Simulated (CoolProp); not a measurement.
R1336mzz(E) along the isobar 0.962 MPa: fugacity coefficient from the reference equation and from simpler models built on Tc = 403.5 K, pc = 2.779 MPa, ω = 0.413; each cubic takes its own stable root.

Values from CoolProp's reference Helmholtz-energy equation of state, Akasaka 2023.

```tsv
T (K)	phase	reference
227.5	liquid	0.006523
232.7	liquid	0.009214
238	liquid	0.01284
243.2	liquid	0.01746
248.5	liquid	0.02347
253.7	liquid	0.03088
259	liquid	0.04024
264.3	liquid	0.05170
269.5	liquid	0.06526
274.8	liquid	0.08175
280	liquid	0.1008
285.3	liquid	0.1235
290.5	liquid	0.1492
295.8	liquid	0.1792
```

Question: How far does each simpler model (Redlich-Kwong, Peng-Robinson) lie from the reference over these 14 states: mean and median of the absolute difference, and the worst?

Answer: 
- Redlich-Kwong: mean 200.8 %, median 180.5 %, worst +378.8 % at 227.5 K and 0.962 MPa
- Peng-Robinson: mean 2.7 %, median 1.9 %, worst +7.6 % at 227.5 K and 0.962 MPa
